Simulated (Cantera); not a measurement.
An isothermal, constant-pressure homogeneous reactor starts with NO : N2 = 1 : 1.5 (molar parts), at 1625 K and 270 Torr.

Cantera simulation using GRI-Mech 3.0 (53 species, 325 reactions); the numbers are that mechanism's predictions, not measurements.

x: mole fraction; the columns are a selection and need not sum to one.

```
t (s)      x NO    x N2O   x N2         x O     x NO2
--------  -----  -------  -----  ----------  --------
2.00e-6   0.400  4.69e-9  0.600  (withheld)  4.19e-11
1.10e-5   0.400  2.58e-8  0.600  (withheld)   1.23e-9
6.03e-5   0.400  1.41e-7  0.600  (withheld)   3.21e-8
0.000331  0.400  7.72e-7  0.600  (withheld)   5.26e-7
0.00182   0.400  4.12e-6  0.600  (withheld)   4.06e-6
0.0100    0.400  1.93e-5  0.600  (withheld)   2.53e-5
0.0549    0.400  5.16e-5  0.600  (withheld)   9.51e-5
0.302     0.398  5.73e-5  0.601  (withheld)  0.000114
1.66      0.392  5.53e-5  0.604  (withheld)  0.000153
9.10      0.360  4.62e-5  0.620  (withheld)  0.000260
50.0      0.245  2.09e-5  0.678  (withheld)  0.000336
```

Question: Some entries are withheld; supply them.

Answer: 
- 2.00e-6, x O: 4.65e-9
- 1.10e-5, x O: 2.46e-8
- 6.03e-5, x O: 1.10e-7
- 0.000331, x O: 2.56e-7
- 0.00182, x O: 3.41e-7
- 0.0100, x O: 7.39e-7
- 0.0549, x O: 1.85e-6
- 0.302, x O: 2.15e-6
- 1.66, x O: 2.85e-6
- 9.10, x O: 5.02e-6
- 50.0, x O: 9.27e-6
